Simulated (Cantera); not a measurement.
A closed system holds: 1 mol PbO, 0.45 mol H2, at 1500 K and 0.128 Torr.

Cantera equilibrium calculation (NASA polynomials, part measured and part estimated; ideal gas, pure solids and liquids). Candidate condensed phases: H2O, Pb, PbO, PbO2, Pb3O4; 12 gas species. Kinetics and transport are ignored.

Base state: Pb 0.403, H2O 0.293, PbO 0.249, O2 0.0548, OH 0.000837, H2 0.000181, O 7.28e-5, H 1.82e-5 (mole fractions); condensed: gas only.

Problem. What changes in the equilibrium state with this change: pressure from 0.128 Torr to 100 Torr?

Solution. 
```tsv
species	before	after
H2O	0.293	0.749
Pb	0.403	0.184
PbO	0.249	0.0662
O2	0.0548	2.37e-5
O	7.28e-5	5.41e-8
Pb2	4.71e-7	7.72e-5
OH	0.000837	3.65e-5
H	1.82e-5	1.36e-6
Pb(l), mol	0	0.339
PbO(l), mol	0	0.511
```
Each liquid is taken as pure. Mutual solubility and eutectic melting of coexisting phases are not modelled. Gases not in the tables: (PbO)n polymers.

Problem. What changes in the equilibrium state with this change: H2 from 0.45 to 80 mol?

Solution. 
| species | before | after |
|---|---|---|
| H2 | 0.000181 | 0.974 |
| Pb | 0.403 | 0.0123 |
| H2O | 0.293 | 0.0123 |
| O2 | 0.0548 | <1e-9 |
| PbO | 0.249 | 5.98e-8 |
| O | 7.28e-5 | <1e-9 |
| OH | 0.000837 | 4.82e-7 |
| H | 1.82e-5 | 0.00133 |

Problem. What changes in the equilibrium state with this change: temperature from 1500 K to 650 K?

Solution. 
```csv
species,before,after
H2O,0.293,1.000
H2,0.000181,2.64e-5
Pb,0.403,5.50e-7
PbO,0.249,<1e-9
O2,0.0548,<1e-9
OH,0.000837,<1e-9
O,7.28e-5,<1e-9
"Pb(l), mol",0,0.450
"PbO(red), mol",0,0.550
```
